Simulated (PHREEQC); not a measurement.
PHREEQC input (Pitzer model, pitzer.dat):

```
SOLUTION 1
  temp 25
  units mol/kgw
  pH 7 charge
  Na 0.33
  K 0.24
END
SELECTED_OUTPUT 1
  -reset false
  -pH true
  -pe true
  -ionic_strength true
  -water true
  -totals C K Na
  -molalities H+ Na+ K+ CO3-2 OH- HCO3- CO2
  -saturation_indices Kalicinite Nahcolite Natron Trona
USER_PUNCH 1
  -headings p_CO2(g) phi_CO2(g) p_H2O(g) phi_H2O(g) density
  10 PUNCH PR_P("CO2(g)"), PR_PHI("CO2(g)"), PR_P("H2O(g)"), PR_PHI("H2O(g)"), RHO
PRINT
  -reset false
USE solution 1
REACTION_TEMPERATURE 1
  10
GAS_PHASE 1
  -fixed_pressure
  -pressure 10
  -temperature 10
  -volume 20
  CO2(g) 10
  H2O(g) 0
END
# ... the last block is repeated for the other 8 points of T (°C)
```

Selected output (columns that matter, 9 of 9 rows; T (°C) added in front):

```
T (°C)	pH	mu	C	K	Na	si_Kalicinite	si_Nahcolite	si_Natron	si_Trona	p_CO2(g)	phi_CO2(g)	p_H2O(g)	phi_H2O(g)	density
10	6.319	0.57032	1.0248	0.24005	0.33006	-1.8291	-0.8349	-5.1423	-6.104	9.9865	0.93622	0.013478	0.89408	1.0394
20	6.3661	0.5705	0.90688	0.24009	0.33012	-1.7201	-0.7421	-5.0074	-5.8832	9.9747	0.94249	0.025299	0.90306	1.0358
30	6.422	0.57076	0.82943	0.24015	0.33021	-1.6348	-0.6718	-4.8877	-5.6973	9.9546	0.94804	0.045365	0.91097	1.0318
40	6.4846	0.57114	0.77688	0.24025	0.33034	-1.5707	-0.622	-4.7826	-5.545	9.9219	0.95298	0.078068	0.91793	1.0274
50	6.5528	0.57168	0.74008	0.2404	0.33055	-1.5256	-0.5908	-4.6912	-5.4239	9.8706	0.95738	0.12944	0.924	1.0226
60	6.6256	0.57242	0.71359	0.24063	0.33087	-1.4974	-0.5762	-4.6122	-5.3313	9.7925	0.96132	0.20751	0.92926	1.0173
70	6.7027	0.57343	0.69405	0.24096	0.33132	-1.4843	-0.5766	-4.5443	-5.2643	9.6774	0.96487	0.32262	0.93373	1.0115
80	6.7841	0.57482	0.67935	0.24143	0.33197	-1.4848	-0.5904	-4.4858	-5.22	9.5123	0.96809	0.48772	0.93746	1.0054
90	6.8702	0.57672	0.66815	0.2421	0.33289	-1.4974	-0.6164	-4.435	-5.1952	9.2814	0.97105	0.71864	0.94045	0.99884
```

At this temperature some constants are extrapolated from 25 °C, and those without enthalpy data are left unchanged.
